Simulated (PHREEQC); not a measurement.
1 kg of water holding 0.022 mol/kgw K2SO4 and 0.0087 mol/kgw KCl is evaporated at 20 °C; the solids stay in contact with the brine. No CO2 enters from the air. Only these solids could form: Arcanite, Misenite, Sylvite.

The series has 28 steps of water left (kg), from 1 to 0.005012.

Computed with PHREEQC (Pitzer model, pitzer.dat).

Which solids form, in which order, and at which step of the series does each first stand?

Arcanite from water left = 0.03564 kg.

Species that the database lacks are ignored.
